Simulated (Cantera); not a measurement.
## Equilibrium for carbon deposition, reforming and gasification: toluene + H₂O + N₂

Input: 1 mol toluene, 5.3 mol H₂O, 1.7 mol N₂, equilibrated at 0.810 bar.

Equilibrium computed with Cantera from the NASA thermochemical tables; the gas is ideal and each condensed phase is pure. Candidate condensed phases: C, C₆H₆, C₇H₈, C₈H₁₈, H₂O; 169 gas species. Ions and electrons are included (thermal ionisation). Rates play no part.

From 3000 K to 5000 K nothing is condensed. The main C-bearing gas is CO throughout.

| T (K) | x H | x H₂ | x CO | x N₂ | x C | x HCN | x C₂H₂ (acetylene) | x CN |
|---|---|---|---|---|---|---|---|---|
| 3000 | 0.115 | 0.432 | 0.306 | 0.0768 | 5.99e-5 | 0.0349 | 0.0247 | 0.000961 |
| 3250 | 0.214 | 0.359 | 0.289 | 0.0719 | 0.000373 | 0.0318 | 0.0193 | 0.00243 |
| 3500 | 0.339 | 0.267 | 0.266 | 0.0669 | 0.00167 | 0.0253 | 0.0118 | 0.00497 |
| 3750 | 0.465 | 0.175 | 0.243 | 0.0627 | 0.00537 | 0.0169 | 0.00511 | 0.00816 |
| 4000 | 0.563 | 0.101 | 0.224 | 0.0597 | 0.0130 | 0.00945 | 0.00156 | 0.0110 |
| 4250 | 0.622 | 0.0543 | 0.211 | 0.0577 | 0.0245 | 0.00459 | 0.000355 | 0.0124 |
| 4500 | 0.651 | 0.0287 | 0.203 | 0.0566 | 0.0366 | 0.00198 | 6.37e-5 | 0.0119 |
| 4750 | 0.665 | 0.0156 | 0.199 | 0.0558 | 0.0456 | 0.000800 | 9.97e-6 | 0.00999 |
| 5000 | 0.670 | 0.00879 | 0.196 | 0.0544 | 0.0515 | 0.000321 | 1.57e-6 | 0.00785 |
x: gas mole fraction; nothing condenses.
